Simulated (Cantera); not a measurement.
Input (Python, Cantera) and output of one run.

```python
import numpy as np
import cantera as ct

gas_names = """
    C CH CH2 CH3 CH4 C2 C2H C2H2,acetylene C2H2,vinylidene C2H3,vinyl C2H4 C2H5 C2H6 C3 C3H3,propargyl
    C3H4,allene C3H4,propyne C3H4,cyclo- C3H5,allyl C3H6,propylene C3H6,cyclo- C3H7,n-propyl
    C3H7,i-propyl C3H8 C4 C4H2 C4H4,1,3-cyclo- C4H6,butadiene C4H6,2-butyne C4H6,cyclo- C4H8,1-butene
    C4H8,cis2-buten C4H8,tr2-butene C4H8,isobutene C4H8,cyclo- C4H9,n-butyl C4H9,i-butyl C4H9,s-butyl
    C4H9,t-butyl C4H10,isobutane C4H10,n-butane C5 C5H6,1,3cyclo- C5H8,cyclo- C5H10,1-pentene
    C5H10,cyclo- C5H11,pentyl C5H11,t-pentyl C5H12,n-pentane C5H12,i-pentane CH3C(CH3)2CH3 C6H2
    C6H5,phenyl C6H6 C6H10,cyclo- C6H12,1-hexene C6H12,cyclo- C6H13,n-hexyl C7H7,benzyl C7H8
    C7H14,1-heptene C7H15,n-heptyl C7H16,n-heptane C8H8,styrene C8H10,ethylbenz C8H16,1-octene
    C8H17,n-octyl C8H18,isooctane C8H18,n-octane C9H19,n-nonyl C10H8,naphthale C10H21,n-decyl
    C12H9,o-bipheny C12H10,bipheny H H2 Si SiC SiC2 SiC4H12 SiH SiH2 SiH3 SiH4 Si2 Si2C Si3
""".split()
cond_names = """
    C(gr) C6H6(L) C7H8(L) C8H18(L),n-octa Si(cr) Si(L) SiC(b)
""".split()


def load(file, names, dense=False):
    # The tables refer to 1 bar. Condensed volumes are neglected.
    table = {s.name: s for s in ct.Species.list_from_file(file)}
    out = []
    for n in names:
        d = dict(table[n].input_data)
        d["thermo"] = dict(d["thermo"], **{"reference-pressure": 1e5})
        if dense:
            d["equation-of-state"] = {"model": "constant-volume", "density": "1e6 g/cm^3"}
        out.append(ct.Species.from_dict(d))
    return out


gas = ct.Solution(thermo="ideal-gas", species=load("nasa_gas.yaml", gas_names))
cond = {s.name: ct.Solution(thermo="fixed-stoichiometry", species=[s], name=s.name)
        for s in load("nasa_condensed.yaml", cond_names, dense=True)}
atoms = {
    'Si(CH3)4': {'Si': 1, 'C': 4, 'H': 12},
    'C2H4': {'C': 2, 'H': 4},
    'H2': {'H': 2},
    'C2H2': {'C': 2, 'H': 2},
}
top_T = {'C(gr)': 4500, 'SiC(b)': 3050}  # K; cautious upper limits of use, not melting points


def equilibrate(T, P, feed):
    n = {}
    for name, mol in feed.items():
        for a, k in atoms[name].items():
            n[a] = n.get(a, 0.0) + k * mol
    gas.TPX = T, P, n
    mass = sum(n.values()) * gas.mean_molecular_weight
    gas.equilibrate("TP")
    valid = [c for c in cond.values() if c.min_temp <= T <= top_T.get(c.name, c.max_temp)]
    mix = ct.Mixture([(gas, mass / gas.mean_molecular_weight)] + [(c, 0.0) for c in valid])
    mix.T, mix.P = T, P
    mix.equilibrate("TP", solver="vcs", rtol=1e-11, max_steps=5000)
    return mix


results = []
feed = {'Si(CH3)4': 1, 'C2H4': 0.28, 'H2': 8.2, 'C2H2': 0.44}  # mol
P = 130  # Pa
for T in [1173, 1273, 1373, 1473, 1573, 1673, 1773, 1873, 1973]:
    mix = equilibrate(T, P, feed)
    results.append((T, P, feed, dict(zip(mix.species_names, mix.species_moles))))

top = {s: max(r[3][s] / sum(r[3][g] for g in gas_names) for r in results) for s in gas_names}
cols = sorted((s for s in top if top[s] > 0.001), key=lambda s: -top[s])[:9]
seen = [c for c in cond_names if any(r[3].get(c, 0) > 1e-12 for r in results)]
print("log10 of partial pressures in bar; condensed amounts in mol")
print(f"{'T/K':>10s}" + "".join(f"{s[:9]:>10s}" for s in cols + seen))
for T, P, feed, n in results:
    ng = sum(n[g] for g in gas_names)
    print(f"{T:10.4g}" + "".join(f"{np.log10(max(n[s] / ng * P / 1e5, 1e-99)):10.3f}" for s in cols)
          + "".join(f"{n.get(c, 0):10.4g}" for c in seen))
```

Result:

```
log10 of partial pressures in bar; condensed amounts in mol
       T/K        H2         H        Si     C(gr)    SiC(b)
      1173    -2.886    -8.372   -15.152      4.44         1
      1273    -2.886    -7.590   -13.335      4.44         1
      1373    -2.886    -6.921   -11.784      4.44         1
      1473    -2.886    -6.341   -10.446      4.44         1
      1573    -2.887    -5.834    -9.279     4.439         1
      1673    -2.887    -5.387    -8.253     4.438    0.9999
      1773    -2.890    -4.991    -7.344     4.436    0.9994
      1873    -2.894    -4.637    -6.534     4.434    0.9962
      1973    -2.903    -4.321    -5.806      4.44    0.9792
```

Equilibrium computed with Cantera from the NASA thermochemical tables; the gas is ideal and each condensed phase is pure.
